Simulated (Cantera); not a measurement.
# Equilibrium for silicon nitride deposition: trisilylamine + N₂ + H₂

Feed: 1 mol trisilylamine, 0.24 mol N₂, 3.1 mol H₂, equilibrated at 13.0 Pa.

These are equilibrium values from Cantera (NASA tables, ideal gas, pure condensed phases), not measurements of a reactor. Candidate condensed phases: Si, Si₃N₄; 18 gas species. The feed counts by its element totals alone. The tables' values for SiN are old estimates; treat these amounts as uncertain. Gases not in the tables: Si₂H₆ and higher silanes. Equilibrium is a limit: real reactors are often held back by kinetics, nucleation or transport.

| T (°C) | x H₂ | x N₂ | x Si | x H | n Si(s) | n Si(l) |
|---|---|---|---|---|---|---|
| 1275 | 0.909 | 0.0886 | 0.000244 | 0.00257 | 3.00 | 0 |
| 1300 | 0.908 | 0.0885 | 0.000423 | 0.00340 | 3.00 | 0 |
| 1325 | 0.906 | 0.0885 | 0.000719 | 0.00444 | 2.99 | 0 |
| 1350 | 0.905 | 0.0884 | 0.00120 | 0.00577 | 2.99 | 0 |
| 1375 | 0.902 | 0.0882 | 0.00198 | 0.00742 | 2.98 | 0 |
| 1400 | 0.899 | 0.0880 | 0.00321 | 0.00947 | 2.97 | 0 |
| 1425 | 0.895 | 0.0877 | 0.00505 | 0.0120 | 0 | 2.96 |
| 1450 | 0.890 | 0.0874 | 0.00756 | 0.0151 | 0 | 2.93 |
| 1475 | 0.883 | 0.0869 | 0.0112 | 0.0188 | 0 | 2.90 |
| 1500 | 0.874 | 0.0862 | 0.0164 | 0.0233 | 0 | 2.85 |
| 1525 | 0.862 | 0.0853 | 0.0237 | 0.0287 | 0 | 2.79 |
| 1550 | 0.846 | 0.0841 | 0.0340 | 0.0350 | 0 | 2.69 |
| 1575 | 0.826 | 0.0824 | 0.0483 | 0.0423 | 0 | 2.55 |
| 1600 | 0.800 | 0.0803 | 0.0678 | 0.0506 | 0 | 2.35 |
x: gas mole fraction; n: condensed amount in mol.

From 1275 °C to 1400 °C the condensed part is Si(s). From 1425 °C to 1600 °C the condensed part is Si(l). The main Si-bearing gas is Si throughout.
